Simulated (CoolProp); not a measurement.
n-hexane at several states: density (kg/m³) from the reference equation and from simpler models built on Tc = 234.7 °C, pc = 3.044 MPa, ω = 0.300; each cubic takes its own stable root.

Values from CoolProp's reference Helmholtz-energy equation of state, Thol 2019.

| T (°C) | p (MPa) | phase | reference |
|---|---|---|---|
| 139.85 | 3.79 | liquid | 545.2 |
| -40.75 | 15.4 | liquid | 722.1 |
| 108.35 | 0.0581 | gas | 1.608 |
| 147.75 | 0.107 | gas | 2.700 |

Task: How far does each simpler model (Redlich-Kwong, Soave-Redlich-Kwong, Peng-Robinson) lie from the reference over these 4 states: mean and median of the absolute difference, and the worst?

Result: 
- Redlich-Kwong: mean 6.9 %, median 6.3 %, worst -14.6 % at 139.85 °C and 3.79 MPa
- Soave-Redlich-Kwong: mean 5.5 %, median 5.4 %, worst -10.9 % at -40.75 °C and 15.4 MPa
- Peng-Robinson: mean 0.4 %, median 0.2 %, worst +1.1 % at 139.85 °C and 3.79 MPa
